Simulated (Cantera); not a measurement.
An isothermal, constant-pressure homogeneous reactor starts with 7.80 % H2, 70.9 % O2, 21.3 % N2, equivalence ratio 0.055, at 1400 K and 0.0140 bar.

Model: the H2/O2 subset of GRI-Mech 3.0, which has no nitrogen chemistry, integrated in Cantera. Radical loss at walls, strong at low pressure, is not modelled. The temperature is held fixed by assumption; the heat of reaction is taken as removed at once.

x: mole fraction; the columns are a selection and need not sum to one.

| t (s) | x H2 | x O2 | x H2O2 | x O | x HO2 |
|---|---|---|---|---|---|
| 5.00e-6 | 0.0780 | 0.709 | <1e-12 | 6.02e-10 | 6.79e-9 |
| 1.29e-5 | 0.0780 | 0.709 | 3.42e-12 | 3.61e-9 | 1.76e-8 |
| 3.35e-5 | 0.0780 | 0.709 | 2.27e-11 | 1.97e-8 | 4.54e-8 |
| 8.65e-5 | 0.0780 | 0.709 | 1.49e-10 | 1.12e-7 | 1.17e-7 |
| 0.000224 | 0.0780 | 0.709 | 9.56e-10 | 1.39e-6 | 3.04e-7 |
| 0.000579 | 0.0771 | 0.709 | 5.86e-9 | 0.000367 | 1.03e-6 |
| 0.00150 | 0.00260 | 0.650 | 8.57e-8 | 0.0473 | 2.52e-6 |
| 0.00387 | 0.00222 | 0.651 | 8.03e-8 | 0.0462 | 2.48e-6 |
| 0.0100 | [?] | 0.656 | 8.02e-8 | [?] | 2.45e-6 |
| 0.0259 | 0.00156 | 0.667 | 7.80e-8 | 0.0308 | 2.33e-6 |
| 0.0670 | 0.000847 | 0.681 | 6.73e-8 | 0.0159 | 1.95e-6 |
| 0.173 | 0.000260 | 0.692 | 4.30e-8 | 0.00474 | 1.13e-6 |
| 0.448 | 5.26e-5 | 0.696 | 1.97e-8 | 0.000948 | 4.03e-7 |
| 1.16 | 1.02e-5 | 0.697 | 7.52e-9 | 0.000182 | 1.18e-7 |
| 3.00 | [?] | 0.697 | [?] | [?] | [?] |

Question: What belongs in the gaps?

Answer: 
- 0.0100, x H2: 0.00202
- 0.0100, x O: 0.0411
- 3.00, x H2: 2.31e-6
- 3.00, x H2O2: 2.80e-9
- 3.00, x O: 4.15e-5
- 3.00, x HO2: 5.49e-8
